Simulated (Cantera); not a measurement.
## Halide evaporation, hydrolysis and transport: CsCl + O2 + H2

A closed system holds: 1 mol CsCl, 8.8 mol O2, 0.2 mol H2, held at 1.80 Pa.

These are equilibrium values from Cantera (NASA tables, ideal gas, pure condensed phases), not measurements of a reactor. Candidate condensed phases: Cs, CsCl, CsOH, H2O; 22 gas species. Equilibrium is a limit: real reactors are often held back by kinetics, nucleation or transport.

From 825 K to 2025 K nothing is condensed. The main Cs-bearing gas is CsCl throughout.

```csv
T (K),x O2,x O,x CsCl,x Cs,x Cl,x H2O,x OH,x H
825,0.886,5.58e-11,0.0855,4.61e-12,6.67e-9,0.0204,1.81e-8,<1e-12
925,0.879,2.96e-9,0.0997,4.08e-10,9.21e-8,0.0202,2.33e-7,<1e-12
1025,0.879,7.29e-8,0.101,1.43e-8,7.22e-7,0.0202,1.83e-6,3.11e-11
1125,0.879,1.02e-6,0.101,2.69e-7,3.87e-6,0.0201,9.95e-6,1.16e-9
1225,0.879,9.30e-6,0.101,3.17e-6,1.56e-5,0.0201,4.11e-5,2.40e-8
1325,0.879,6.09e-5,0.101,2.55e-5,5.18e-5,0.0200,0.000137,3.17e-7
1425,0.878,0.000307,0.101,0.000142,0.000157,0.0198,0.000384,2.91e-6
1525,0.877,0.00125,0.100,0.000555,0.000465,0.0194,0.000936,2.00e-5
1625,0.872,0.00429,0.0986,0.00167,0.00132,0.0185,0.00202,0.000107
1725,0.862,0.0127,0.0953,0.00419,0.00342,0.0170,0.00387,0.000464
1825,0.836,0.0331,0.0887,0.00921,0.00790,0.0143,0.00658,0.00164
1925,0.785,0.0769,0.0766,0.0179,0.0161,0.0103,0.00956,0.00471
2025,0.694,0.159,0.0583,0.0304,0.0286,0.00541,0.0111,0.0105
```
x: gas mole fraction; nothing condenses.
